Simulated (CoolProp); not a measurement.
A Linde-Hampson liquefier for nitrogen: isothermal reversible compression at 230 K from 1 atm to 25 MPa, throttling to 1 atm, return gas leaving the recuperator 0 K below the feed. Each further row changes one setting.

Computed with CoolProp (reference Helmholtz-energy equation of state, Span 2000).

| case | liquid yield per pass | compression work (kJ/kg of gas) |
|---|---|---|
| as stated | 0.177 | 366 |
| high pressure 50 MPa | 0.183 | 423 |
| warm-end temperature 260 K | 0.127 | 421 |
| warm-end gap 5 K | 0.165 | 366 |
